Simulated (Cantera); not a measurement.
A closed system holds: 1 mol Si₂H₆, 0.053 mol O₃, held at 1100 Pa.

Method: chemical equilibrium by Gibbs-energy minimisation in Cantera with the NASA 1993 tables (ideal gas, pure condensed phases). Candidate condensed phases: H₂O, Si, SiO₂; 18 gas species. The feed counts by its element totals alone. Mutual solubility and eutectic melting of coexisting phases are not modelled. The tables hold silica as quartz up to 1696 K and as liquid above; real silica turns to tridymite and cristobalite and melts near 1996 K. Gases not in the tables: Si₂H₆ and higher silanes. Rates play no part.

Q: Which condensed phases are stable at each of these points (T (°C)): 1202, 1252, 1302, 1352, 1402, 1452, 1502?

A: 
| T (°C) | condensed phases | Si condensed (%) |
|---|---|---|
| 1202 | Si(s) + SiO₂(β-quartz) | 95.4 |
| 1252 | Si(s) | 92.0 |
| 1302 | Si(s) | 92.0 |
| 1352 | Si(s) | 92.0 |
| 1402 | Si(s) | 92.0 |
| 1452 | Si(l) | 92.0 |
| 1502 | Si(l) | 92.0 |

At 1202 °C the condensed part is Si(s) + SiO₂(β-quartz). From 1252 °C to 1402 °C the condensed part is Si(s). From 1452 °C to 1502 °C the condensed part is Si(l).
